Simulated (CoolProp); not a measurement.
CH2F2 (R32) at 366.86 K and 0.163 MPa flows at 6.3 m/s in a round tube of 20 mm bore and 1.5 µm roughness, fully developed (64/Re and Nu = 3.66 if laminar; Colebrook and Gnielinski if turbulent). Each further row changes one setting.

Values from CoolProp's reference Helmholtz-energy equation of state, Tillner-Roth 1997.

| case | Reynolds number | Darcy friction factor | pressure drop (Pa/m) | heat-transfer coefficient (W/(m² K)) | mass flow (kg/h) |
|---|---|---|---|---|---|
| as stated | 21600 | 0.0256 | 71.2 | 56.9 | 20.0 |
| velocity 12.6 m/s | 43200 | 0.0218 | 243 | 98.7 | 40.0 |
| diameter 40 mm | 43200 | 0.0217 | 30.2 | 49.1 | 80.0 |

Viscosity comes from a separate model (Bell 2016), an estimate that may be off by 10 % or more. Thermal conductivity comes from a separate model (Huber 2003), an estimate that may be off by 10 % or more.
